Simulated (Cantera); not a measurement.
**Halide evaporation, hydrolysis and transport: PbCl2 + HCl + H2**

Feed: 1 mol PbCl2, 3.7 mol HCl, 31 mol H2, equilibrated at 1925 K and 4.58 Torr.

These are equilibrium values from Cantera (NASA tables, ideal gas, pure condensed phases), not measurements of a reactor. Candidate condensed phases: Pb, PbCl2; 10 gas species. The numbers say what is thermodynamically allowed, not how fast it happens.

```yaml
x(H2): 0.809
x(HCl): 0.152
x(Pb): 0.0260
x(H): 0.0110
x(Cl): 0.00155
x(PbCl): 0.00106
x(PbCl2): 4.65e-6
gas_amount: 36.91 mol
log10 activity of Pb(l) (absent): -3.57
```
